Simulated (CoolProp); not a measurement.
A Linde-Hampson liquefier for methane: isothermal reversible compression at 300 K from 1 atm to 20 MPa, throttling to 1 atm, return gas leaving the recuperator 2 K below the feed. Each further row changes one setting.

Values from CoolProp's reference Helmholtz-energy equation of state, Setzmann 1991.

```csv
case,liquid yield per pass,compression work (kJ/kg of gas)
as stated,0.191,779
high pressure 40 MPa,…,…
warm-end temperature 330 K,…,…
warm-end gap 7 K,0.181,779
```

### Question
Complete the blanks.

### Answer

- high pressure 40 MPa, liquid yield per pass: 0.245
- high pressure 40 MPa, compression work (kJ/kg of gas): 877
- warm-end temperature 330 K, liquid yield per pass: 0.143
- warm-end temperature 330 K, compression work (kJ/kg of gas): 873
